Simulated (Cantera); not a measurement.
**Adiabatic ignition**

An adiabatic, constant-pressure homogeneous reactor starts with CH4 : O2 : N2 = 0.33 : 0.833 : 3.13 (molar parts), at 1050 K and 1.01 bar.

Cantera simulation using GRI-Mech 3.0 (53 species, 325 reactions); the numbers are that mechanism's predictions, not measurements.

```csv
t (s),T (K),x CH4,x O2,x C2H,x NO,x HCO,x H2,x H2O
1.00e-6,1050,0.0769,0.194,<1e-12,<1e-12,<1e-12,<1e-12,<1e-12
3.74e-6,1050,0.0769,0.194,<1e-12,<1e-12,<1e-12,<1e-12,<1e-12
1.40e-5,1050,0.0769,0.194,<1e-12,<1e-12,<1e-12,<1e-12,<1e-12
5.23e-5,1050,0.0769,0.194,<1e-12,<1e-12,<1e-12,1.14e-12,1.37e-11
0.000196,1050,0.0769,0.194,<1e-12,<1e-12,<1e-12,9.70e-12,1.93e-10
0.000731,1050,0.0769,0.194,<1e-12,<1e-12,<1e-12,1.23e-10,2.90e-9
0.00273,1050,0.0769,0.194,<1e-12,<1e-12,<1e-12,2.36e-9,5.20e-8
0.0102,1050,0.0769,0.194,<1e-12,<1e-12,<1e-12,7.74e-8,1.28e-6
0.0382,1050,0.0768,0.194,<1e-12,<1e-12,1.01e-12,1.11e-6,1.55e-5
0.143,1051,0.0767,0.194,<1e-12,<1e-12,1.05e-11,1.34e-5,0.000131
0.535,2446,<1e-12,0.0387,<1e-12,0.00857,1.65e-9,0.00331,0.143
2.00,2446,<1e-12,0.0387,<1e-12,0.00857,1.65e-9,0.00331,0.143
```
x: mole fraction; the columns are a selection and need not sum to one.

```json
{
  "time_of_steepest_temperature_rise": "0.411 s",
  "temperature at 2.00 s": "2446 K",
  "equilibrium_temperature": "2446 K",
  "x(CH4) at 2.00 s": "<1e-12 (gas-phase equilibrium <1e-12)",
  "x(O2) at 2.00 s": "0.0387 (gas-phase equilibrium 0.0387)",
  "x(C2H) at 2.00 s": "<1e-12 (gas-phase equilibrium <1e-12)"
}
```
